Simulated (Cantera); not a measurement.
Input: 1 mol Si₂H₆, 0.18 mol Cl₂, 14 mol H₂, equilibrated at 0.730 bar.

These are equilibrium values from Cantera (NASA tables, ideal gas, pure condensed phases), not measurements of a reactor. Candidate condensed phases: Si; 19 gas species. The feed counts by its element totals alone. Equilibrium is a limit: real reactors are often held back by kinetics, nucleation or transport.

Over these rows the condensed part is Si(s). Partial pressures as log10 of bar:

```json
[
 {"T (K)": "1225", "1000/T (1/K)": "0.8163", "log p SiCl₄": "-3.56", "log p H₂": "-0.14", "log p HCl": "-1.96"},
 {"T (K)": "1275", "1000/T (1/K)": "0.7843", "log p SiCl₄": "-3.86", "log p H₂": "-0.14", "log p HCl": "-1.91"},
 {"T (K)": "1325", "1000/T (1/K)": "0.7547", "log p SiCl₄": "-4.20", "log p H₂": "-0.15", "log p HCl": "-1.89"},
 {"T (K)": "1375", "1000/T (1/K)": "0.7273", "log p SiCl₄": "?", "log p H₂": "-0.15", "log p HCl": "-1.88"},
 {"T (K)": "1425", "1000/T (1/K)": "0.7018", "log p SiCl₄": "-4.90", "log p H₂": "-0.15", "log p HCl": "-1.87"},
 {"T (K)": "1475", "1000/T (1/K)": "0.6780", "log p SiCl₄": "-5.23", "log p H₂": "-0.15", "log p HCl": "-1.87"}
]
```

Question: Fit log p(SiCl₄) = a + b·(1000/T) to the five rows, give the apparent enthalpy, and predict the row at 1375 K.

Answer: Means: 1000/T = 0.7470, log p = -4.350. Sxy = 0.159759, Sxx = 0.0130571, so b = 12.24 and a = -4.350 − (12.24)×0.7470 = -13.49.
Apparent enthalpy: −19.145 × (12.24) = -234 kJ/mol. With the condensed phases at unit activity, Si(s) + 4 HCl(g) = SiCl₄(g) + 2 H₂(g) links this pressure to the main gases: over the six rows their terms move log p by +0.38 in all, so the slope isn't that reaction's ΔH° alone. The five rows lie within 0.06 of the line.
Prediction at 1375 K: -13.49 + (12.24)×0.7273 = -4.59. The computed value is -4.55, 0.04 from the line.
